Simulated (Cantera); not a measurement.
Source: NASA polynomial tables (part measured, part estimated), evaluated in Cantera. Values are per mole of reaction as written; species without (g) are pure solids or liquids, kept so even where they would boil at 1 bar.

3 ZrO2(g) + 4 NH3(g) → 6 H2O(g) + 3 Zr + 2 N2(g)

| T (K) | ΔH° (kJ) | ΔS° (J/K) | ΔG° (kJ) | log10 K |
|---|---|---|---|---|
| 1350 | (withheld) | (withheld) | (withheld) | (withheld) |
| 1500 | (withheld) | (withheld) | (withheld) | (withheld) |
| 1650 | (withheld) | (withheld) | (withheld) | (withheld) |
| 1800 | -373.4 | 88.8 | -533.3 | 15.48 |
| 1950 | -370.6 | 90.4 | -546.8 | 14.65 |
| 2100 | -366.9 | 92.2 | -560.5 | 13.94 |

Problem. Fill in the missing entries.

Solution. 
- 1350, ΔH° (kJ): -378.1
- 1350, ΔS° (J/K): 86.0
- 1350, ΔG° (kJ): -494.1
- 1350, log10 K: 19.12
- 1500, ΔH° (kJ): -377.0
- 1500, ΔS° (J/K): 86.7
- 1500, ΔG° (kJ): -507.0
- 1500, log10 K: 17.66
- 1650, ΔH° (kJ): -375.5
- 1650, ΔS° (J/K): 87.6
- 1650, ΔG° (kJ): -520.1
- 1650, log10 K: 16.46
